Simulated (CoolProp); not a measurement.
Properties of n-pentane along the isotherm 489 K (Tc = 469.7 K, pc = 3.368 MPa, ω = 0.251).

Computed with CoolProp (reference Helmholtz-energy equation of state, Thol 2019).

| p (MPa) | phase | cp (kJ/(kg K)) | isothermal compressibility (1/MPa) | expansivity (1/kK) | fugacity coefficient |
|---|---|---|---|---|---|
| 0.421 | gas | 2.522 | 2.472 | 2.334 | 0.9629 |
| 0.842 | gas | 2.565 | 1.294 | 2.695 | 0.9263 |
| 1.26 | gas | 2.620 | 0.9127 | 3.155 | 0.8904 |
| 1.68 | gas | 2.693 | ___ | 3.766 | 0.8547 |
| 2.1 | gas | 2.793 | 0.6329 | 4.613 | 0.8193 |
| 2.53 | gas | 2.944 | 0.5838 | 5.900 | 0.7831 |
| 2.95 | gas | 3.182 | 0.5762 | 7.952 | 0.7477 |
| 3.37 | supercritical | 3.629 | 0.6199 | 11.82 | 0.7120 |
| 3.79 | supercritical | 4.704 | 0.7696 | ___ | 0.6754 |
| 4.21 | supercritical | ___ | 0.9988 | ___ | ___ |
| 4.63 | supercritical | 6.485 | 0.4862 | 32.31 | 0.5980 |
| 5.05 | supercritical | 5.040 | 0.2150 | 18.35 | 0.5624 |

### Question
Complete the blanks.

### Answer

- 1.68, isothermal compressibility (1/MPa): 0.7303
- 3.79, expansivity (1/kK): 21.17
- 4.21, cp (kJ/(kg K)): 7.336
- 4.21, expansivity (1/kK): 43.42
- 4.21, fugacity coefficient: 0.6371

The peak of cp marks the crossing from liquid-like to gas-like fluid above the critical point.
